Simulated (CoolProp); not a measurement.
A single-stage vapour-compression cycle with hydrogen chloride: evaporating at 245.15 K (dew point), condensing at 270.15 K (bubble point), superheat 5 K, subcooling 0 K, compressor efficiency 0.65, no pressure losses. Each further row changes one setting.

The numbers come from the reference Helmholtz-energy equation of state, Thol 2018 in CoolProp.

```csv
case,cooling COP,pressure ratio,discharge temperature (K),refrigerating effect (kJ/kg),volumetric capacity (kJ/m³)
as stated,5.32,2.08,327.0,326,7620
evaporating temperature 250.15 K,6.94,1.78,314.0,327,8920
condensing temperature 265.15 K,6.86,1.82,311.2,336,7850
subcooling 5 K,5.48,2.08,327.0,336,7850
superheat 15 K,5.17,2.08,342.3,338,7420
compressor efficiency 0.55,4.50,2.08,338.1,326,7620
```
